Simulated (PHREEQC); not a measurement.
Make-up at 25 °C: 0.2 mol MnSO4 and 0.016 mol NiCl2 per kg of water. Closed to the air; pH follows from the charge balance.

Computed with PHREEQC (ion-association model, wateq4f.dat).

Each row changes one thing in this solution. Precipitation was switched off in this run.

| case | pH | ionic strength (mol/kgw) | Mn+2 (mol/kgw) | SO4-2 (mol/kgw) | MnSO4 (mol/kgw) | Cl- (mol/kgw) | SI of Morenosite (NiSO4:7H2O) |
|---|---|---|---|---|---|---|---|
| as made | 6.24 | 0.437 | 0.104 | 0.0988 | 0.0930 | 0.0288 | -1.99 |
| temperature from 25 to 75 °C | 5.73 | [?] | 0.0807 | 0.0750 | 0.117 | 0.0295 | -2.48 |
| NiCl2 from 0.016 to 0.008 mol/kgw | 6.28 | 0.421 | [?] | 0.100 | [?] | 0.0144 | -2.28 |
| diluted 5-fold with water | [?] | 0.104 | 0.0248 | 0.0238 | 0.0149 | 0.00615 | -2.84 |
| 0.045 mol/kgw KHCO3 added | 6.32 | 0.456 | [?] | 0.105 | 0.0842 | 0.0292 | -2.23 |

### Question
Fill in the missing entries.

### Answer

- temperature from 25 to 75 °C, ionic strength (mol/kgw): 0.343
- NiCl2 from 0.016 to 0.008 mol/kgw, Mn+2 (mol/kgw): 0.103
- NiCl2 from 0.016 to 0.008 mol/kgw, MnSO4 (mol/kgw): 0.0958
- diluted 5-fold with water, pH: 6.35
- 0.045 mol/kgw KHCO3 added, Mn+2 (mol/kgw): 0.0914

Complexes and solids missing from the database can't appear. Some of these states are supersaturated (in Rhodochrosite, for instance). In wateq4f.dat the enthalpy of Ni(OH)2 has the wrong sign, so its saturation index can't be trusted away from 25 °C. Away from 25 °C the constants follow the database's enthalpies or fits; those with neither stay at their 25 °C values. The database's nickel carbonate constants are estimates that later reviews lower a good deal.
